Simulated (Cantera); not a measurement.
## Dilute partial oxidation

An isothermal, constant-pressure homogeneous reactor starts with CH2O : O2 : N2 = 0.01 : 0.0097 : 1 (molar parts), equivalence ratio 1.0, at 1275 K and 1.00 atm.

Computed with Cantera and GRI-Mech 3.0 (53 species, 325 reactions).

```json
[
 {"t (s)": "1.00e-5", "x CH2O": "0.00981", "x O2": "0.00951", "x H2O": "4.99e-9", "x C2H2": "<1e-12", "x C2H6": "<1e-12", "x NO": "<1e-12"},
 {"t (s)": "2.82e-5", "x CH2O": "0.00981", "x O2": "0.00951", "x H2O": "3.50e-8", "x C2H2": "<1e-12", "x C2H6": "<1e-12", "x NO": "<1e-12"},
 {"t (s)": "7.93e-5", "x CH2O": "0.00980", "x O2": "0.00951", "x H2O": "4.28e-7", "x C2H2": "<1e-12", "x C2H6": "<1e-12", "x NO": "<1e-12"},
 {"t (s)": "0.000223", "x CH2O": "0.00976", "x O2": "0.00949", "x H2O": "8.59e-6", "x C2H2": "<1e-12", "x C2H6": "<1e-12", "x NO": "<1e-12"},
 {"t (s)": "0.000629", "x CH2O": "0.00789", "x O2": "0.00893", "x H2O": "0.000589", "x C2H2": "<1e-12", "x C2H6": "<1e-12", "x NO": "<1e-12"},
 {"t (s)": "0.00177", "x CH2O": "2.83e-10", "x O2": "0.00446", "x H2O": "0.00746", "x C2H2": "<1e-12", "x C2H6": "<1e-12", "x NO": "2.40e-7"},
 {"t (s)": "0.00499", "x CH2O": "4.24e-11", "x O2": "0.00121", "x H2O": "0.00885", "x C2H2": "<1e-12", "x C2H6": "<1e-12", "x NO": "2.23e-6"},
 {"t (s)": "0.0140", "x CH2O": "5.81e-12", "x O2": "0.000366", "x H2O": "0.00930", "x C2H2": "<1e-12", "x C2H6": "<1e-12", "x NO": "2.56e-6"},
 {"t (s)": "0.0395", "x CH2O": "1.12e-12", "x O2": "0.000107", "x H2O": "0.00948", "x C2H2": "<1e-12", "x C2H6": "<1e-12", "x NO": "2.62e-6"},
 {"t (s)": "0.111", "x CH2O": "<1e-12", "x O2": "2.36e-5", "x H2O": "0.00955", "x C2H2": "<1e-12", "x C2H6": "<1e-12", "x NO": "2.63e-6"},
 {"t (s)": "0.313", "x CH2O": "<1e-12", "x O2": "3.05e-6", "x H2O": "0.00957", "x C2H2": "<1e-12", "x C2H6": "<1e-12", "x NO": "2.63e-6"},
 {"t (s)": "0.883", "x CH2O": "<1e-12", "x O2": "2.77e-7", "x H2O": "0.00958", "x C2H2": "<1e-12", "x C2H6": "<1e-12", "x NO": "2.61e-6"},
 {"t (s)": "2.49", "x CH2O": "<1e-12", "x O2": "2.94e-8", "x H2O": "0.00958", "x C2H2": "<1e-12", "x C2H6": "<1e-12", "x NO": "2.58e-6"},
 {"t (s)": "7.00", "x CH2O": "<1e-12", "x O2": "4.35e-9", "x H2O": "0.00958", "x C2H2": "<1e-12", "x C2H6": "<1e-12", "x NO": "2.55e-6"}
]
```
x: mole fraction; the columns are a selection and need not sum to one.

Equilibrium at this temperature and pressure: CH2O <1e-12, O2 5.63e-12, H2O 0.00958, C2H2 <1e-12, C2H6 <1e-12, NO 1.95e-9 (gas phase only).
